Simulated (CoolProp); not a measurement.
Vapour-liquid equilibrium of n-octane (1) + n-dodecane (2) at 320.7 K; x and y are mole fractions of (1).

Computed with CoolProp (multi-fluid Helmholtz-energy mixture model, Beckmüller 2019 and Lemmon 2004; pair parameters Bell 2016).

Problem. Give the bubble pressure and the first vapour's composition at x = 0.5, 0.65, 0.8. Is there an azeotrope?

Solution. x = 0.5: 0.002958 MPa, y = 0.983; x = 0.65: 0.003871 MPa, y = 0.991; x = 0.8: 0.004787 MPa, y = 0.996. No azeotrope shows between x = 0.05 and 0.95.

Pair parameters are fitted to limited data, so mixtures are less certain than the pure fluids.
